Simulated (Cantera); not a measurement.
## Equilibrium for silicon epitaxy and polysilicon growth: Si2Cl6 + H2

Charge: 1 mol Si2Cl6, 240 mol H2, held at 1402 °C and 580 Pa.

Method: chemical equilibrium by Gibbs-energy minimisation in Cantera with the NASA 1993 tables (ideal gas, pure condensed phases). Candidate condensed phases: Si; 19 gas species. The feed counts by its element totals alone. The tables' values for SiCl are old estimates; treat these amounts as uncertain. Gases not in the tables: Si2H6 and higher silanes. Equilibrium is a limit: real reactors are often held back by kinetics, nucleation or transport.

The x(H2) is 0.975, the x(HCl) is 0.0213 and the x(SiCl2) is 0.00167. The x(H) is 0.00151 and the x(Si) is 7.48e-5. The x(Cl) is 2.56e-5, the x(SiCl) is 2.36e-5 and the x(SiH2) is 1.10e-5. The x(SiH) is 9.45e-6, the n(Si(s)) is 1.56 mol and the gas amount is 243.2 mol.
